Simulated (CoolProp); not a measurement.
Vapour-liquid equilibrium of cyclohexane (1) + toluene (2) at 27.05 °C; x and y are mole fractions of (1).

Computed with CoolProp (multi-fluid Helmholtz-energy mixture model, Zhou 2014 and Lemmon 2006; pair parameters Bell 2016).

| x | bubble pressure, mixture model (kPa) | bubble pressure, Raoult's law (kPa) | y, mixture model | y, Raoult's law |
|---|---|---|---|---|
| 0.05 | 5.006 | 4.723 | 0.198 | 0.151 |
| 0.15 | 6.431 | 5.727 | 0.437 | 0.374 |
| 0.25 | 7.683 | 6.732 | 0.578 | 0.530 |
| 0.35 | 8.790 | 7.737 | 0.673 | 0.645 |
| 0.45 | 9.783 | 8.742 | 0.744 | 0.734 |
| 0.55 | 10.69 | 9.747 | 0.800 | 0.805 |
| 0.65 | 11.53 | 10.75 | 0.848 | 0.863 |
| 0.75 | 12.33 | 11.76 | 0.892 | 0.910 |
| 0.85 | 13.11 | 12.76 | 0.935 | 0.950 |
| 0.95 | 13.88 | 13.77 | 0.978 | 0.985 |

The largest gap from Raoult's law is +14.1 % in bubble pressure, at x = 0.25. No azeotrope shows between x = 0.05 and 0.95.

The pair parameters rest on a limited set of measurements; away from them the model extrapolates.
